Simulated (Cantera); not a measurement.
What does this Cantera script print?

```python
import numpy as np
import cantera as ct

gas_names = [...]  # 47 gases of nasa_gas.yaml made of Cl, H, N, O, Si
cond_names = """
    H2O(s) H2O(L) NH4CL(a) NH4CL(b) Si(cr) Si(L) SiO2(Lqz) SiO2(hqz) SiO2(L) Si2N2O(s) Si3N4(a)
""".split()


# ... load() reads the species with a 1 bar reference pressure and builds the phases ...
atoms = {
    'SiCl4': {'Si': 1, 'CL': 4},
    'NO': {'N': 1, 'O': 1},
    'H2': {'H': 2},
}
top_T = {'Si2N2O(s)': 2100, 'Si3N4(a)': 2400}  # K; cautious upper limits of use, not melting points


# ... equilibrate(T, P, feed) seeds the gas with the atoms and calls Mixture.equilibrate('TP', solver="vcs", rtol=1e-11, max_steps=5000) ...
results = []
feed = {'SiCl4': 1, 'NO': 1.9, 'H2': 8.7}  # mol
P = 4900  # Pa
for T in [1623, 1673, 1723, 1773, 1823, 1873, 1923]:
    mix = equilibrate(T, P, feed)
    results.append((T, P, feed, dict(zip(mix.species_names, mix.species_moles))))

top = {s: max(r[3][s] / sum(r[3][g] for g in gas_names) for r in results) for s in gas_names}
cols = sorted((s for s in top if top[s] > 1e-06), key=lambda s: -top[s])[:7]
seen = [c for c in cond_names if any(r[3].get(c, 0) > 1e-12 for r in results)]
print("log10 of partial pressures in bar; condensed amounts in mol")
print(f"{'T/K':>10s}" + "".join(f"{s[:9]:>10s}" for s in cols + seen))
for T, P, feed, n in results:
    ng = sum(n[g] for g in gas_names)
    print(f"{T:10.4g}" + "".join(f"{np.log10(max(n[s] / ng * P / 1e5, 1e-99)):10.3f}" for s in cols)
          + "".join(f"{n.get(c, 0):10.4g}" for c in seen))
```

It prints:

```
log10 of partial pressures in bar; condensed amounts in mol
       T/K        H2       HCL        N2       SiO       H2O         H     SiCL2 SiO2(hqz)   SiO2(L)
      1623    -1.550    -1.782    -2.400    -3.673    -5.219    -4.936    -4.038    0.9239         0
      1673    -1.552    -1.780    -2.401    -3.493    -4.884    -4.720    -4.310    0.9099         0
      1723    -1.554    -1.779    -2.402    -3.392    -4.504    -4.516    -4.702         0    0.8976
      1773    -1.556    -1.780    -2.403    -3.323    -4.124    -4.324    -5.120         0    0.8839
      1823    -1.558    -1.781    -2.404    -3.242    -3.783    -4.142    -5.484         0    0.8612
      1873    -1.563    -1.783    -2.406    -3.136    -3.493    -3.972    -5.768         0    0.8227
      1923    -1.570    -1.786    -2.408    -3.010    -3.246    -3.811    -5.986         0    0.7622
```

Equilibrium computed with Cantera from the NASA thermochemical tables; the gas is ideal and each condensed phase is pure. The tables' values for SiCl3 are old estimates; treat these amounts as uncertain. The tables hold silica as quartz up to 1696 K and as liquid above; real silica turns to tridymite and cristobalite and melts near 1996 K.
